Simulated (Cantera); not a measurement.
**Equilibrium for iron carbonyl, mercury and lead vapours: Fe(CO)5 + O2 + H2**

Charge: 1 mol Fe(CO)5, 0.016 mol O2, 0.16 mol H2, equilibrated at 1023 K and 0.00250 bar.

These are equilibrium values from Cantera (NASA tables, ideal gas, pure condensed phases), not measurements of a reactor. Candidate condensed phases: C, C6H6, C7H8, C8H18, Fe, Fe(CO)5, FeO, Fe(OH)2, Fe(OH)3, Fe2O3, Fe3O4, H2O; 114 gas species. Equilibrium is a limit: real reactors are often held back by kinetics, nucleation or transport.

| Quantity | Result |
|---|---|
| x(CO) | 0.963 |
| x(H2) | 0.0309 |
| x(CO2) | 0.00605 |
| x(H2O) | 0.000148 |
| n(Fe(α)) | 1.00 mol |
| gas amount | 5.160 mol |
| log10 activity of C(graphite) (absent) | -0.86 |
| log10 activity of Fe(OH)2(s) (absent) | -12.92 |
| log10 activity of Fe(OH)3(s) (absent) | -22.02 |
